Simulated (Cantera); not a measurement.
Cantera run, input and output.

```python
import numpy as np
import cantera as ct

gas = ct.Solution("h2o2.yaml")
gas.TPX = 1350, 120, {'H2': 0.069, 'O2': 1, 'N2': 0.59}
reactor = ct.IdealGasConstPressureReactor(gas, energy="off", clone=False)
net = ct.ReactorNet([reactor])
net.rtol, net.atol = 1e-08, 1e-18
show = ['H2', 'O2', 'O', 'HO2', 'H2O']
times = np.geomspace(5e-06, 200, 10)

steps = ct.SolutionArray(gas, extra=["t"])
rows = []
print(f"{'t/s':>10s}{'T/K':>9s}{'P/Pa':>11s}" + "".join(f"{s:>11s}" for s in show))
for t in times:
    while net.time < t:
        t_next = net.step()
        steps.append(gas.state, t=t_next)
    rows.append([np.interp(t, steps.t, y) for y in (steps.T, steps.P, *steps(*show).X.T)])
    print(f"{t:10.3e}{rows[-1][0]:9.1f}{rows[-1][1]:11.4g}" + "".join(f"{x:11.3e}" for x in rows[-1][2:]))
rate = np.gradient(steps.T, steps.t)
print("integrator steps:", len(steps.t))
if steps.T.max() > steps.T[0] + 200:
    print(f"time of steepest temperature rise: {steps.t[rate.argmax()]:.4e} s")
gas.TPX = 1350, 120, {'H2': 0.069, 'O2': 1, 'N2': 0.59}
gas.equilibrate("TP")
print(f"equilibrium (TP): T = {gas.T:.1f} K  " + "  ".join(f"{s} {gas[s].X[0]:.3e}" for s in show))
```

It prints:

```
       t/s      T/K       P/Pa         H2         O2          O        HO2        H2O
 5.000e-06   1350.0        120  4.159e-02  6.028e-01  7.609e-13  1.286e-10  1.834e-15
 3.497e-05   1350.0        120  4.159e-02  6.028e-01  3.612e-11  8.996e-10  6.052e-13
 2.445e-04   1350.0        120  4.159e-02  6.028e-01  1.487e-09  6.290e-09  1.763e-10
 1.710e-03   1350.0        120  4.159e-02  6.028e-01  4.681e-08  4.394e-08  3.470e-08
 1.196e-02   1350.0        120  4.130e-02  6.026e-01  1.349e-04  2.788e-07  2.035e-04
 8.363e-02   1350.0        120  8.695e-04  5.686e-01  2.881e-02  1.382e-07  3.544e-02
 5.848e-01   1350.0        120  8.373e-04  5.697e-01  2.756e-02  1.371e-07  3.575e-02
 4.090e+00   1350.0        120  6.455e-04  5.759e-01  2.050e-02  1.282e-07  3.745e-02
 2.860e+01   1350.0        120  1.550e-04  5.899e-01  4.597e-03  7.308e-08  4.107e-02
 2.000e+02   1350.0        120  6.757e-06  5.940e-01  1.962e-04  1.217e-08  4.227e-02
integrator steps: 1170
equilibrium (TP): T = 1350.0 K  H2 3.265e-07  O2 5.943e-01  O 9.451e-06  HO2 1.564e-08  H2O 4.243e-02
```

Cantera simulation using the H2/O2 subset of GRI-Mech 3.0, which has no nitrogen chemistry; the numbers are that mechanism's predictions, not measurements. Radical loss at walls, strong at low pressure, is not modelled. The temperature is held fixed by assumption; the heat of reaction is taken as removed at once.
